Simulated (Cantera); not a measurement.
A jet of CH4 : O2 : N2 = 0.049 : 0.078 : 0.79 (molar parts) at 300 K and 0.0316 atm hits a platinum plate 7 cm away at a mass flux of 0.031 kg/m²/s; the plate temperature is set and raised in steps from an oxygen-covered start.

Computed with Cantera and Deutschmann's 1995 Pt surface mechanism with GRI-Mech 3.0 gas chemistry. Catalytic surfaces can have several steady states; this one follows from the mechanism file's or the stated starting coverage.

One state of this run: wall x CH4 = 0.00486; wall x O2 = 0.00270; wall x H2O = 0.0828; wall x OH = 4.54e-8; wall x CO = 0.0342; wall x CO2 = 0.0194; θ free Pt = 0.991; θ CO* = 0.00836; θ C* = 0.000305. x: mole fraction at the wall; θ: surface coverage.

Q: Which value of plate T (K) does it belong to?
A) 1100
B) 1050
C) 1000
D) 1150

A: D, 1150
